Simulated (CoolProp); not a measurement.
Saturation properties of propylene.

Model: reference Helmholtz-energy equation of state, Lemmon 2013, in CoolProp.

| T (K) | p (bar) | liquid density (kg/m³) | vapour density (kg/m³) | liquid viscosity (µPa s) | vapour viscosity (µPa s) |
|---|---|---|---|---|---|
| 264.3 | 4.443 | 558.9 | 9.464 | 131 | 7.50 |
| 271.1 | 5.492 | 549.1 | 11.61 | 123 | 7.74 |
| 277.8 | 6.694 | 539.2 | 14.09 | 115 | 7.99 |
| 284.5 | 8.081 | 528.8 | 16.97 | 108 | 8.26 |
| 291.3 | 9.694 | 517.8 | 20.38 | 101 | 8.57 |
| 298 | 11.50 | 506.5 | 24.29 | 95.2 | 8.89 |
| 304.7 | 13.54 | 494.6 | 28.83 | 89.3 | 9.26 |
| 311.4 | 15.84 | 482.0 | 34.13 | 83.6 | 9.68 |
| 318.2 | 18.45 | 468.3 | 40.46 | 78.1 | 10.2 |
| 324.9 | 21.32 | 453.7 | 47.83 | 72.8 | 10.7 |
| 331.6 | 24.50 | 437.7 | 56.68 | 67.5 | 11.4 |
| 338.4 | 28.08 | 419.4 | 67.69 | 62.1 | 12.2 |
| 345.1 | 31.98 | 398.5 | 81.45 | 56.6 | 13.3 |
| 351.8 | 36.28 | 372.8 | 99.95 | 50.5 | 14.7 |

It boils at 225.5 K under 1 atm.

Viscosity comes from a separate model (Huber 2003), an estimate that may be off by 10 % or more.
